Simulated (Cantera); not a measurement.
## SiH2Cl2 + N2 (silicon nitride deposition)

Input: 1 mol SiH2Cl2, 1.4 mol N2, equilibrated at 1.33 mbar.

Method: chemical equilibrium by Gibbs-energy minimisation in Cantera with the NASA 1993 tables (ideal gas, pure condensed phases). Candidate condensed phases: NH4Cl, Si, Si3N4; 28 gas species. N2 is the only nitrogen source here; it is nearly inert below about 1500 K, so the nitride shown seldom forms there in practice. The tables' values for SiCl3, SiCl, SiN are old estimates; treat these amounts as uncertain. Gases not in the tables: Si2H6 and higher silanes. The numbers say what is thermodynamically allowed, not how fast it happens.

```csv
T (K),x HCl,x N2,x H2,x SiCl2,x SiCl4,x SiCl3,x Si,x H,n Si3N4(s),n Si(l)
748,0.351,0.345,0.203,2.32e-10,0.101,3.53e-7,<1e-12,3.55e-12,0.244,0
948,0.412,0.333,0.170,3.25e-6,0.0850,9.03e-5,<1e-12,5.93e-9,0.258,0
1148,0.445,0.326,0.151,0.00152,0.0723,0.00315,<1e-12,7.63e-7,0.264,0
1348,0.396,0.335,0.153,0.0699,0.0266,0.0192,3.42e-9,2.48e-5,0.223,0
1548,0.190,0.374,0.219,0.210,0.000439,0.00573,9.13e-6,0.000395,0.104,0
1748,0.125,0.410,0.229,0.227,1.51e-5,0.00139,0.00109,0.00300,0,0.212
1948,0.132,0.399,0.211,0.211,2.23e-6,0.000615,0.0174,0.0142,0,0.168
```
x: gas mole fraction; n: condensed amount in mol.

From 748 K to 1548 K the condensed part is Si3N4(s). From 1748 K to 1948 K the condensed part is Si(l). The main Si-bearing gas is SiCl4 at 748 K and SiCl2 at 1948 K. The share of Si in condensed phases is highest at 1148 K (79.3 %) and lowest at 1948 K (16.8 %).
